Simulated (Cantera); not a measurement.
Feed: 1 mol SiH2Cl2, 0.25 mol O3, a varied amount of N2, held at 975 K and 0.00710 bar.

These are equilibrium values from Cantera (NASA tables, ideal gas, pure condensed phases), not measurements of a reactor. Candidate condensed phases: H2O, NH4Cl, Si, SiO2, Si2N2O, Si3N4; 47 gas species. N2 is the only nitrogen source here; it is nearly inert below about 1500 K, so the nitride shown seldom forms there in practice. Equilibrium is a limit: real reactors are often held back by kinetics, nucleation or transport.

Problem. At 7.1 mol N2, list the 4 most abundant gas species with their mole fractions, and the condensed phases.

Solution. N2 0.772, HCl 0.219, H2 0.00567, SiCl4 0.00284. Condensed: SiO2(β-quartz) + Si2N2O(s).
